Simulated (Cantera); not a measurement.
A jet of 3.05 % CH4, 10.9 % O2, 86.1 % N2 at 300 K and 28000 Pa hits a platinum plate 2.6 cm away at a mass flux of 0.033 kg/m²/s; the plate temperature is set and raised in steps from an oxygen-covered start.

Model: Deutschmann's 1995 Pt surface mechanism with GRI-Mech 3.0 gas chemistry, integrated in Cantera. Catalytic surfaces can have several steady states; this one follows from the mechanism file's or the stated starting coverage.

x: mole fraction at the wall; θ: surface coverage.

| plate T (K) | wall x CH4 | wall x O2 | wall x H2O | wall x OH | wall x CO | wall x CO2 | θ free Pt | θ O* | θ OH* |
|---|---|---|---|---|---|---|---|---|---|
| 950 | 0.0103 | 0.0660 | 0.0376 | 6.68e-8 | 4.95e-6 | 0.0247 | 0.230 | 0.767 | 0.00234 |
| 1000 | ___ | 0.0587 | 0.0440 | ___ | ___ | 0.0289 | ___ | ___ | 0.00229 |
| 1050 | ___ | 0.0544 | 0.0477 | ___ | 4.11e-6 | 0.0314 | ___ | ___ | 0.00212 |
| 1100 | 0.00349 | 0.0518 | 0.0498 | 9.00e-7 | 3.96e-6 | 0.0328 | 0.436 | 0.562 | 0.00191 |
| 1150 | 0.00269 | 0.0502 | 0.0512 | 1.79e-6 | 3.97e-6 | 0.0337 | 0.500 | 0.498 | 0.00170 |
| 1200 | 0.00214 | 0.0494 | 0.0519 | 3.33e-6 | 4.21e-6 | 0.0341 | 0.561 | 0.438 | 0.00149 |
| 1250 | 0.00153 | 0.0487 | 0.0527 | 5.93e-6 | 5.99e-6 | 0.0342 | 0.617 | 0.381 | 0.00131 |
| 1300 | 0.00101 | 0.0476 | 0.0538 | 1.00e-5 | 8.17e-6 | 0.0348 | 0.671 | 0.328 | 0.00114 |

Question: Complete the blanks.

Answer: 
- 1000, wall x CH4: 0.00682
- 1000, wall x OH: 1.77e-7
- 1000, wall x CO: 4.44e-6
- 1000, θ free Pt: 0.300
- 1000, θ O*: 0.698
- 1050, wall x CH4: 0.00475
- 1050, wall x OH: 4.19e-7
- 1050, θ free Pt: 0.369
- 1050, θ O*: 0.629
